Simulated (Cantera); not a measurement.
Input: 1 mol PbO, 0.13 mol H₂, held at 1075 K and 33.0 mbar.

Cantera equilibrium calculation (NASA polynomials, part measured and part estimated; ideal gas, pure solids and liquids). Candidate condensed phases: H₂O, Pb, PbO, PbO₂, Pb₃O₄; 12 gas species. Mutual solubility and eutectic melting of coexisting phases are not modelled. Kinetics and transport are ignored.

Base state: H₂O 0.997, Pb 0.00230, H₂ 0.000190, PbO 9.34e-5 (mole fractions); condensed: Pb(l) + PbO(yellow).

Question: What changes in the equilibrium state with this change: temperature from 1075 K to 1000 K?

Answer: 
| species | before | after |
|---|---|---|
| H₂O | 0.997 | 0.999 |
| Pb | 0.00230 | 0.000491 |
| H₂ | 0.000190 | 0.000147 |
| PbO | 9.34e-5 | 9.23e-6 |
| Pb(l), mol | 0.130 | 0.130 |
| PbO(yellow), mol | 0.870 | 0.870 |
